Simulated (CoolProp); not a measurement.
Carbon monoxide along the isotherm 117.5 K: fugacity coefficient from the reference equation and from simpler models built on Tc = 132.9 K, pc = 34.98 bar, ω = 0.050; each cubic takes its own stable root.

Values from CoolProp's reference Helmholtz-energy equation of state, Lemmon 2006. It is a short technical equation, of lower accuracy than the large ones.

| p (bar) | phase | reference |
|---|---|---|
| 0.0553 | gas | 0.9992 |
| 0.0834 | gas | 0.9989 |
| 0.126 | gas | 0.9983 |
| 0.19 | gas | 0.9974 |
| 0.286 | gas | 0.9961 |
| 0.432 | gas | 0.9941 |
| 0.652 | gas | 0.9911 |
| 0.984 | gas | 0.9866 |
| 1.48 | gas | 0.9799 |
| 2.24 | gas | 0.9696 |
| 3.38 | gas | 0.9542 |
| 5.09 | gas | 0.9312 |
| 7.69 | gas | 0.8963 |
| 11.6 | gas | 0.8437 |
| 17.5 | liquid | 0.7333 |

**Question.** How far does each simpler model (van der Waals, Soave-Redlich-Kwong, Peng-Robinson) lie from the reference over these 15 states: mean and median of the absolute difference, and the worst?

**Answer.** 
- van der Waals: mean 1.2 %, median 0.2 %, worst +9.1 % at 117.5 K and 17.5 bar
- Soave-Redlich-Kwong: mean 0.1 %, median 0.0 %, worst +0.5 % at 117.5 K and 17.5 bar
- Peng-Robinson: mean 0.5 %, median 0.1 %, worst -1.9 % at 117.5 K and 17.5 bar

At some of these states van der Waals gives the other phase, because its saturation line lies elsewhere.
